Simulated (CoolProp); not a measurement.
Values from CoolProp's reference Helmholtz-energy equation of state, Zhou 2012.

Question: Give the vapour pressure (MPa), vapour density (kg/m³), enthalpy of vaporisation (kJ/kg), surface tension (mN/m) of saturated p-xylene at 484.1 K.

Answer: 
| T (K) | p (MPa) | vapour density (kg/m³) | enthalpy of vaporisation (kJ/kg) | surface tension (mN/m) |
|---|---|---|---|---|
| 484.1 | 0.508 | 15.6 | 285 | 9.60 |

Surface tension comes from a separate correlation (Mulero 2014).
